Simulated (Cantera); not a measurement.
An adiabatic, constant-pressure homogeneous reactor starts with CH4 : H2 : O2 : N2 : CO2 = 1 : 0.38 : 2.35 : 18 : 1.6 (molar parts), equivalence ratio 0.93, at 1425 K and 101000 Pa.

Model: GRI-Mech 3.0 (53 species, 325 reactions), integrated in Cantera.

Q: Predict: time of steepest temperature rise; temperature at 0.400 s; equilibrium temperature; x(H2) at 0.400 s; x(O2) at 0.400 s; x(NO2) at 0.400 s; x(NO) at 0.400 s.

A: 
```json
{
  "time_of_steepest_temperature_rise": "1.10 ms",
  "temperature at 0.400 s": "2287 K",
  "equilibrium_temperature": "2287 K",
  "x(H2) at 0.400 s": "0.00185 (gas-phase equilibrium 0.00185)",
  "x(O2) at 0.400 s": "0.0104 (gas-phase equilibrium 0.0104)",
  "x(NO2) at 0.400 s": "8.52e-7 (gas-phase equilibrium 8.58e-7)",
  "x(NO) at 0.400 s": "0.00335 (gas-phase equilibrium 0.00337)"
}
```
